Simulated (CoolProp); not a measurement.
Properties of nitrous oxide along the isobar 170 kPa (Tc = 309.5 K, pc = 7245 kPa, ω = 0.161).

Values from CoolProp's reference Helmholtz-energy equation of state, Lemmon 2006. It is a short technical equation, of lower accuracy than the large ones.

```json
[
 {"T (K)": "242.9", "phase": "gas", "density (kg/m³)": "3.771", "cv (kJ/(kg K))": "[?]", "Joule-Thomson coefficient (K/MPa)": "18.03", "isothermal compressibility (1/MPa)": "5.989"},
 {"T (K)": "267.4", "phase": "gas", "density (kg/m³)": "3.410", "cv (kJ/(kg K))": "0.6601", "Joule-Thomson coefficient (K/MPa)": "14.13", "isothermal compressibility (1/MPa)": "5.960"},
 {"T (K)": "292", "phase": "gas", "density (kg/m³)": "3.112", "cv (kJ/(kg K))": "0.6850", "Joule-Thomson coefficient (K/MPa)": "11.45", "isothermal compressibility (1/MPa)": "5.941"},
 {"T (K)": "316.5", "phase": "gas", "density (kg/m³)": "2.865", "cv (kJ/(kg K))": "0.7087", "Joule-Thomson coefficient (K/MPa)": "[?]", "isothermal compressibility (1/MPa)": "5.928"},
 {"T (K)": "341", "phase": "gas", "density (kg/m³)": "2.655", "cv (kJ/(kg K))": "0.7313", "Joule-Thomson coefficient (K/MPa)": "8.020", "isothermal compressibility (1/MPa)": "5.918"},
 {"T (K)": "365.6", "phase": "gas", "density (kg/m³)": "2.473", "cv (kJ/(kg K))": "0.7528", "Joule-Thomson coefficient (K/MPa)": "6.860", "isothermal compressibility (1/MPa)": "5.910"},
 {"T (K)": "390.1", "phase": "gas", "density (kg/m³)": "2.316", "cv (kJ/(kg K))": "[?]", "Joule-Thomson coefficient (K/MPa)": "[?]", "isothermal compressibility (1/MPa)": "5.905"},
 {"T (K)": "414.6", "phase": "gas", "density (kg/m³)": "2.177", "cv (kJ/(kg K))": "[?]", "Joule-Thomson coefficient (K/MPa)": "[?]", "isothermal compressibility (1/MPa)": "5.900"},
 {"T (K)": "439.2", "phase": "gas", "density (kg/m³)": "2.054", "cv (kJ/(kg K))": "0.8112", "Joule-Thomson coefficient (K/MPa)": "[?]", "isothermal compressibility (1/MPa)": "5.897"},
 {"T (K)": "463.7", "phase": "gas", "density (kg/m³)": "1.945", "cv (kJ/(kg K))": "0.8289", "Joule-Thomson coefficient (K/MPa)": "4.036", "isothermal compressibility (1/MPa)": "5.894"}
]
```

### Question
What belongs in the gaps?

### Answer

- 242.9, cv (kJ/(kg K)): 0.6350
- 316.5, Joule-Thomson coefficient (K/MPa): 9.499
- 390.1, cv (kJ/(kg K)): 0.7732
- 390.1, Joule-Thomson coefficient (K/MPa): 5.936
- 414.6, cv (kJ/(kg K)): 0.7926
- 414.6, Joule-Thomson coefficient (K/MPa): 5.184
- 439.2, Joule-Thomson coefficient (K/MPa): 4.559
